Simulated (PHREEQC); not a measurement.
Hard or scaling water (model solution)

Dissolve 5.6 mmol/kgw SrCl2, 2.6 mmol/kgw CO2 and 4.4 mmol/kgw KCl at 20 °C. Closed to the air; pH follows from the charge balance.

Model: ion-association model, phreeqc.dat, run in PHREEQC.

No solid was allowed to form.

What pH, specific conductance does the model give?

pH 4.47; specific conductance 1720 µS/cm.

In which forms is C present?

CO2 99 %, HCO3- 1.4 % of the C.
